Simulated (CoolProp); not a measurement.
Properties of carbon dioxide along the isobar 0.499 MPa (Tc = 304.1 K, pc = 7.377 MPa, ω = 0.224).

Values from CoolProp's reference Helmholtz-energy equation of state, Span 1996.

```csv
T (K),phase,cv (kJ/(kg K)),viscosity (µPa s),Prandtl number
241.6,gas,0.6280,12.2,?
265.8,gas,?,13.4,0.801
290,gas,?,14.6,0.784
314.1,gas,0.6813,15.7,0.773
338.3,gas,0.7023,16.9,0.766
362.4,gas,0.7230,18.0,0.760
386.6,gas,0.7431,19.1,0.755
410.7,gas,0.7623,20.2,0.751
434.9,gas,0.7808,21.2,?
459,gas,0.7985,?,0.745
483.2,gas,0.8154,23.3,0.742
507.4,gas,?,?,0.740
```

Question: Some entries are withheld; supply them.

Answer: 
- 241.6, Prandtl number: 0.829
- 265.8, cv (kJ/(kg K)): 0.6417
- 290, cv (kJ/(kg K)): 0.6607
- 434.9, Prandtl number: 0.748
- 459, viscosity (µPa s): 22.3
- 507.4, cv (kJ/(kg K)): 0.8316
- 507.4, viscosity (µPa s): 24.3

Viscosity comes from a separate model (Laesecke 2017). Thermal conductivity comes from a separate model (Huber 2016).
